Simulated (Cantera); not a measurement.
An adiabatic, constant-volume homogeneous reactor starts with CH₄ : O₂ : N₂ = 1 : 6.67 : 25.1 (molar parts), at 1775 K and 960000 Pa. Integrator tolerance rtol = 1e-08.

Cantera simulation using GRI-Mech 3.0 (53 species, 325 reactions); the numbers are that mechanism's predictions, not measurements.

Task: What does this change do: O2 6.67 to 2.9 parts?

Result: 
```tsv
quantity	before	after
time of steepest temperature rise	17.1 µs	32.6 µs
temperature at 1.00 s	2497 K	2601 K
equilibrium temperature	2497 K	2601 K
x(CH₄) at 1.00 s	<1e-12 (gas-phase equilibrium <1e-12)	<1e-12 (gas-phase equilibrium <1e-12)
x(O₂) at 1.00 s	0.132 (gas-phase equilibrium 0.132)	0.0263 (gas-phase equilibrium 0.0263)
x(N₂O) at 1.00 s	3.56e-6 (gas-phase equilibrium 3.56e-6)	2.20e-6 (gas-phase equilibrium 2.20e-6)
x(CO) at 1.00 s	0.000810 (gas-phase equilibrium 0.000810)	0.00316 (gas-phase equilibrium 0.00316)
x(C₂H₂) at 1.00 s	<1e-12 (gas-phase equilibrium <1e-12)	<1e-12 (gas-phase equilibrium <1e-12)
x(H₂O₂) at 1.00 s	5.43e-7 (gas-phase equilibrium 5.43e-7)	3.44e-7 (gas-phase equilibrium 3.44e-7)
x(NO₂) at 1.00 s	4.62e-5 (gas-phase equilibrium 4.62e-5)	1.08e-5 (gas-phase equilibrium 1.08e-5)
```
